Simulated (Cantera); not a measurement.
# Equilibrium for aluminium nitride and oxide growth: Al(CH3)3 + NH3 + N2

Feed: 1 mol Al(CH3)3, 0.2 mol NH3, 1.1 mol N2, at 1127 °C and 88.0 Pa.

Cantera equilibrium calculation (NASA polynomials, part measured and part estimated; ideal gas, pure solids and liquids). Candidate condensed phases: Al, AlN, C, C6H6, C7H8, C8H18; 97 gas species. The feed counts by its element totals alone. Equilibrium is a limit: real reactors are often held back by kinetics, nucleation or transport.

```
Item                                 Result
--------------------------------  ---------
x(H2)                                 0.872
x(N2)                                 0.127
x(HCN)                             0.000165
x(H)                               0.000153
x(CH4)                              2.89e-6
x(C2H2 (acetylene))                 2.20e-6
x(HNC)                              1.97e-6
n(AlN(s))                         1.000 mol
n(C(graphite))                     3.00 mol
gas amount                        5.500 mol
log10 activity of Al(l) (absent)      -4.17
```
